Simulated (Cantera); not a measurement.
A Cantera script and its output.

```python
import numpy as np
import cantera as ct

gas = ct.Solution("gri30.yaml")
gas.TPX = 798, 15000, {'H2': 0.62, 'O2': 1, 'N2': 10}
reactor = ct.IdealGasConstPressureReactor(gas, energy="off", clone=False)
net = ct.ReactorNet([reactor])
net.rtol, net.atol = 1e-08, 1e-18
show = ['H2', 'O2', 'NO2', 'N2O', 'OH']
times = np.geomspace(1e-05, 8, 9)

steps = ct.SolutionArray(gas, extra=["t"])
rows = []
print(f"{'t/s':>10s}{'T/K':>9s}{'P/Pa':>11s}" + "".join(f"{s:>11s}" for s in show))
for t in times:
    while net.time < t:
        t_next = net.step()
        steps.append(gas.state, t=t_next)
    rows.append([np.interp(t, steps.t, y) for y in (steps.T, steps.P, *steps(*show).X.T)])
    print(f"{t:10.3e}{rows[-1][0]:9.1f}{rows[-1][1]:11.4g}" + "".join(f"{x:11.3e}" for x in rows[-1][2:]))
rate = np.gradient(steps.T, steps.t)
print("integrator steps:", len(steps.t))
if steps.T.max() > steps.T[0] + 200:
    print(f"time of steepest temperature rise: {steps.t[rate.argmax()]:.4e} s")
gas.TPX = 798, 15000, {'H2': 0.62, 'O2': 1, 'N2': 10}
gas.equilibrate("TP")
print(f"equilibrium (TP): T = {gas.T:.1f} K  " + "  ".join(f"{s} {gas[s].X[0]:.3e}" for s in show))
```

Result:

```
       t/s      T/K       P/Pa         H2         O2        NO2        N2O         OH
 1.000e-05    798.0    1.5e+04  5.336e-02  8.606e-02  1.931e-47  1.815e-25  2.552e-17
 5.469e-05    798.0    1.5e+04  5.336e-02  8.606e-02  2.690e-44  7.805e-24  3.623e-16
 2.991e-04    798.0    1.5e+04  5.336e-02  8.606e-02  1.498e-40  7.231e-22  2.853e-15
 1.636e-03    798.0    1.5e+04  5.336e-02  8.606e-02  1.059e-36  3.292e-20  1.503e-14
 8.944e-03    798.0    1.5e+04  5.336e-02  8.606e-02  4.766e-33  6.733e-19  4.051e-14
 4.891e-02    798.0    1.5e+04  5.336e-02  8.606e-02  3.324e-30  6.237e-18  4.948e-14
 2.675e-01    798.0    1.5e+04  5.336e-02  8.606e-02  1.267e-27  6.067e-17  8.294e-14
 1.463e+00    798.0    1.5e+04  5.336e-02  8.606e-02  1.694e-23  2.652e-15  1.052e-12
 8.000e+00    798.0    1.5e+04  2.415e-02  7.234e-02  2.011e-09  5.572e-10  3.473e-10
integrator steps: 1373
equilibrium (TP): T = 798.0 K  H2 2.724e-14  O2 6.101e-02  NO2 7.291e-08  N2O 4.917e-11  OH 7.192e-10
```

Detailed kinetics in Cantera: GRI-Mech 3.0 (53 species, 325 reactions). Below about 950 K walls govern HO2 and H2O2 in real vessels. The temperature is held fixed by assumption; the heat of reaction is taken as removed at once.
